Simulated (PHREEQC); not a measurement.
A made-up water analysis in mmol/kgw, 20 °C, pH 5.77, pe -0.8:

| constituent | mmol/kgw |
|---|---|
| Na | 0.00115 |
| K | 0.000558 |
| Ca | 0.000547 |
| Mg | 0.00018 |
| Cl | 0.000349 |
| S(6) | 0.000694 |
| Alkalinity (meq/kgw) | 0.00142 |
| Si | 1.03e-06 |

Valence states are taken as typed.

The numbers come from PHREEQC with the ion-association model, phreeqc.dat.

```tsv
quantity	before	after
ionic strength (mol/kgw)	6.28e-6	5.12e-6
CO2 (mol/kgw)	1.27e-5	2.51e-6
HCO3- (mol/kgw)	3.12e-6	1.95e-6
HSO4- (mol/kgw)	1.02e-10	3.23e-11
CO3-2 (mol/kgw)	7.80e-11	1.54e-10
CaSO4 (mol/kgw)	6.35e-11	6.36e-11
SI of Quartz (SiO2)	-4.93	-4.93
```

Question: What was changed between the two runs?
A. all concentrations times 4 at the same typed pH
B. pH from 5.77 to 6.27 at the same alkalinity
C. temperature from 20 to 25 °C at the same typed pH
D. K from 0.000558 to 0.000279 mmol/kgw

Answer: B, pH from 5.77 to 6.27 at the same alkalinity

Precipitation was switched off in this run.
